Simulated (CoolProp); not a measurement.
Vapour-liquid equilibrium of CHF3 (R23) (1) + R143a (2) at 257.7 K; x and y are mole fractions of (1).

Computed with CoolProp (multi-fluid Helmholtz-energy mixture model, Penoncello 2003 and Lemmon and Jacobsen 2000; pair parameters Bell 2016).

Question: Give the bubble pressure and the first vapour's composition at x = 0.15, 0.75, 0.85. Is there an azeotrope?

Answer: x = 0.15: 5.223 bar, y = 0.369; x = 0.75: 12.68 bar, y = 0.903; x = 0.85: 13.99 bar, y = 0.943. No azeotrope shows between x = 0.05 and 0.95.

The pair parameters rest on a limited set of measurements; away from them the model extrapolates.
